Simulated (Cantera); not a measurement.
Feed: 1 mol Si, a varied amount of NF3, 8.5 mol N2, equilibrated at 1025 °C and 0.00133 bar.

These are equilibrium values from Cantera (NASA tables, ideal gas, pure condensed phases), not measurements of a reactor. Candidate condensed phases: Si, Si3N4; 16 gas species. The tables' values for SiF3, SiF2 are old estimates; treat these amounts as uncertain. The numbers say what is thermodynamically allowed, not how fast it happens.

x: gas mole fraction; n: condensed amount in mol.

| n(NF3) (mol) | x N2 | x F | x SiF4 | x SiF3 | x SiF2 | x F2 | x SiF | n Si3N4(s) |
|---|---|---|---|---|---|---|---|---|
| 0.59 | 0.949 | 1.02e-12 | 0.0477 | 0.00272 | 0.000133 | <1e-12 | 7.14e-9 | 0.184 |
| 0.75 | 0.938 | 1.08e-12 | 0.0589 | 0.00320 | 0.000148 | <1e-12 | 7.57e-9 | 0.143 |
| 0.95 | 0.924 | 1.13e-12 | (withheld) | 0.00372 | 0.000165 | <1e-12 | 8.02e-9 | (withheld) |
| 1.2 | 0.908 | 1.18e-12 | 0.0871 | 0.00431 | 0.000182 | <1e-12 | 8.48e-9 | 0.0295 |
| 1.5 | 0.860 | 0.0465 | 0.0930 | <1e-12 | <1e-12 | 3.10e-6 | <1e-12 | 0 |
| 1.9 | (withheld) | (withheld) | (withheld) | <1e-12 | <1e-12 | (withheld) | <1e-12 | 0 |
| 2.4 | 0.698 | 0.230 | 0.0719 | <1e-12 | <1e-12 | 7.59e-5 | <1e-12 | 0 |
| 3.1 | 0.615 | 0.324 | 0.0612 | <1e-12 | <1e-12 | 0.000151 | <1e-12 | 0 |

Complete the blanks.


- 1.9, x N2: 0.778
- 1.9, x F: 0.140
- 1.9, x SiF4: 0.0823
- 1.9, x F2: 2.81e-5
- 0.95, x SiF4: 0.0720
- 0.95, n Si3N4(s): 0.0926
